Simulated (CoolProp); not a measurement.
The numbers come from the reference Helmholtz-energy equation of state, Zhou 2011 in CoolProp.

Task: For dimethyl carbonate, give the phase and the density (kg/m³), cv (kJ/(kg K)), Joule-Thomson coefficient (K/MPa) at 581.4 K and 0.858 MPa; 600 K and 0.858 MPa.

Result: 
- 581.4 K and 0.858 MPa: gas; density 16.9, cv 1.75, Joule-Thomson coefficient 6.32
- 600 K and 0.858 MPa: gas; density 16.3, cv 1.78, Joule-Thomson coefficient 5.79
